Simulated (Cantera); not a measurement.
**Carbon deposition, reforming and gasification: C3H6 + NH3**

A closed system holds: 1 mol C3H6, 0.13 mol NH3, at 0.00133 bar.

These are equilibrium values from Cantera (NASA tables, ideal gas, pure condensed phases), not measurements of a reactor. Candidate condensed phases: C, C6H6, C7H8, C8H18; 92 gas species. The numbers say what is thermodynamically allowed, not how fast it happens.

```csv
T (K),x H2,x H,x N2,x HCN,x C2H2 (acetylene),x HNC,n C(graphite)
1448,0.980,0.000250,0.0199,0.000101,4.66e-6,1.43e-6,3.00
1548,0.979,0.000834,0.0198,0.000204,1.54e-5,4.01e-6,3.00
1648,0.977,0.00241,0.0197,0.000379,4.37e-5,9.90e-6,3.00
1748,0.974,0.00617,0.0195,0.000652,0.000110,2.19e-5,3.00
1848,0.965,0.0143,0.0192,0.00105,0.000249,4.43e-5,2.99
1948,0.949,0.0301,0.0188,0.00160,0.000511,8.23e-5,2.99
2048,0.920,0.0588,0.0181,0.00229,0.000964,0.000142,2.99
```
x: gas mole fraction; n: condensed amount in mol.

From 1448 K to 2048 K the condensed part is C(graphite). The main C-bearing gas is HCN throughout.
